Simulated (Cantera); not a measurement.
What does this Cantera script print?

```python
import numpy as np
import cantera as ct

gas = ct.Solution("h2o2.yaml")
gas.TPX = 500, 190000, {'H2': 1, 'O2': 0.385, 'N2': 1.45}
flame = ct.FreeFlame(gas, width=0.026)
flame.set_refine_criteria(ratio=3, slope=0.08, curve=0.16)
flame.transport_model = "mixture-averaged"
flame.solve(loglevel=0, auto=True)
z, T = flame.grid, flame.T
thick = (T[-1] - T[0]) / np.gradient(T, z).max()
show = ['H2', 'O2', 'O', 'H2O2', 'H', 'HO2']
print(f"laminar burning velocity  {flame.velocity[0] * 100:.3f} cm/s")
print(f"burnt temperature         {T[-1]:.1f} K")
print(f"thermal thickness         {thick * 1e3:.4f} mm")
print(f"grid points               {len(z)}")
z0 = z[flame.heat_release_rate.argmax()]
print(f"{'z/mm':>9s}{'T/K':>9s}{'u/(m/s)':>9s}" + "".join(f"{s:>11s}" for s in show))
rows = []
for k in (-3, -2, -1.5, -1, -0.5, -0.25, 0, 0.25, 0.5, 1, 2, 4, 8):
    zz = z0 + k * thick
    rows.append([k * thick, np.interp(zz, z, T), np.interp(zz, z, flame.velocity),
                 *(np.interp(zz, z, flame.X[gas.species_index(s)]) for s in show)])
    print(f"{rows[-1][0] * 1e3:9.3f}{rows[-1][1]:9.1f}{rows[-1][2]:9.3f}" + "".join(f"{x:11.3e}" for x in rows[-1][3:]))
```

It prints:

```
laminar burning velocity  651.083 cm/s
burnt temperature         2477.1 K
thermal thickness         0.1841 mm
grid points               119
     z/mm      T/K  u/(m/s)         H2         O2          O       H2O2          H        HO2
   -0.552    500.0    6.511  3.527e-01  1.358e-01  3.075e-14  6.544e-15  4.271e-16  7.762e-13
   -0.368    500.0    6.511  3.527e-01  1.358e-01  5.298e-12  1.280e-12  7.615e-14  1.381e-10
   -0.276    500.0    6.511  3.527e-01  1.358e-01  8.206e-11  2.318e-11  1.270e-12  2.425e-09
   -0.184    500.1    6.511  3.526e-01  1.358e-01  4.656e-09  2.056e-09  5.669e-10  2.024e-07
   -0.092    517.0    6.686  3.476e-01  1.365e-01  4.066e-06  5.400e-06  3.496e-05  2.283e-04
   -0.046    777.0    9.752  3.106e-01  1.311e-01  2.701e-04  5.087e-05  4.696e-03  3.980e-04
    0.000   1255.6   15.221  2.129e-01  9.418e-02  3.876e-03  9.981e-06  3.327e-02  1.541e-04
    0.046   1589.4   19.018  1.215e-01  3.767e-02  7.693e-03  3.363e-06  6.070e-02  5.591e-05
    0.092   1749.9   20.791  9.266e-02  1.604e-02  7.614e-03  2.004e-06  6.389e-02  2.229e-05
    0.184   1906.5   22.440  8.786e-02  8.748e-03  6.333e-03  1.098e-06  5.389e-02  1.098e-05
    0.368   2061.2   24.001  8.951e-02  6.016e-03  4.483e-03  5.955e-07  4.030e-02  6.726e-06
    0.737   2202.3   25.379  9.021e-02  3.735e-03  2.722e-03  3.488e-07  2.819e-02  3.864e-06
    1.473   2316.0   26.453  9.014e-02  2.006e-03  1.420e-03  2.170e-07  1.867e-02  2.011e-06
```

Detailed kinetics in Cantera: the H2/O2 subset of GRI-Mech 3.0, which has no nitrogen chemistry. Burning velocities carry a grid error of a few per cent, more on coarse grids.
